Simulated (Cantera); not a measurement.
Input: 1 mol C6H6, 22 mol H2, 0.22 mol N2, at 200000 Pa.

Equilibrium computed with Cantera from the NASA thermochemical tables; the gas is ideal and each condensed phase is pure. Candidate condensed phases: C, C6H6, C7H8, C8H18; 92 gas species. Equilibrium is a limit: real reactors are often held back by kinetics, nucleation or transport.

Q: Which condensed phases are stable at each of these points (T (K)): 698, 798, 898, 998, 1098, 1198, 1298, 1398, 1498, 1598, 1698?

A: 
```csv
T (K),condensed phases,C condensed (%)
698,gas only,0.0
798,gas only,0.0
898,C(graphite),2.5
998,C(graphite),48.1
1098,C(graphite),75.1
1198,C(graphite),87.9
1298,C(graphite),93.7
1398,C(graphite),96.5
1498,C(graphite),97.8
1598,C(graphite),98.5
1698,C(graphite),98.9
```

From 698 K to 798 K nothing is condensed. From 898 K to 1698 K the condensed part is C(graphite).
